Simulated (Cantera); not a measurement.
Charge: 1 mol HMDSO, 0.28 mol O3, 0.35 mol H2, at 873 K and 0.0240 bar.

These are equilibrium values from Cantera (NASA tables, ideal gas, pure condensed phases), not measurements of a reactor. Candidate condensed phases: C, C6H6, C7H8, C8H18, H2O, Si, SiC, SiO2; 123 gas species. The feed counts by its element totals alone. Rates play no part.

Base state: H2 0.989, CH4 0.0105 (mole fractions); condensed: C(graphite) + SiC(s) + SiO2(β-quartz).

Task: What changes in the equilibrium state with this change: pressure from 0.0240 bar to 0.000330 bar?

Result: 
| species | before | after |
|---|---|---|
| H2 | 0.989 | 1.000 |
| CH4 | 0.0105 | 0.000148 |
| C(graphite), mol | 4.82 | 4.92 |
| SiC(s), mol | 1.08 | 1.08 |
| SiO2(β-quartz), mol | 0.920 | 0.920 |
